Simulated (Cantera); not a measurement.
A closed system holds: 1 mol B2O3, 20 mol H2, 96 mol N2, 21 mol NH3, equilibrated at 1600 °C.

Method: chemical equilibrium by Gibbs-energy minimisation in Cantera with the NASA 1993 tables (ideal gas, pure condensed phases). Candidate condensed phases: B, BN, B2O3, B3O3H3, H2O; 39 gas species. Equilibrium is a limit: real reactors are often held back by kinetics, nucleation or transport.

x: gas mole fraction; n: condensed amount in mol.

| P (Pa) | x N2 | x H2 | x H | x HBO | n BN(s) |
|---|---|---|---|---|---|
| 10 | 0.656 | 0.295 | 0.0351 | ? | 0 |
| 28 | 0.662 | 0.304 | 0.0213 | ? | 0 |
| 77 | 0.665 | 0.310 | 0.0130 | ? | 0 |
| 220 | 0.667 | 0.313 | 0.00771 | ? | 0 |
| 600 | 0.668 | 0.315 | 0.00469 | 0.00442 | 0 |
| 1700 | 0.669 | 0.317 | 0.00279 | 0.00466 | 0 |
| 4600 | 0.669 | 0.317 | 0.00170 | 0.00482 | 0 |
| 13000 | 0.669 | 0.318 | 0.00101 | 0.00492 | 0 |
| 36000 | 0.670 | 0.318 | 0.000607 | 0.00498 | 0 |
| 100000 | 0.670 | 0.318 | 0.000365 | ? | 0.0604 |

### Question
What belongs in the gaps?

### Answer

- 10, x HBO: 0.00235
- 28, x HBO: 0.00300
- 77, x HBO: 0.00358
- 220, x HBO: 0.00407
- 100000, x HBO: 0.00456
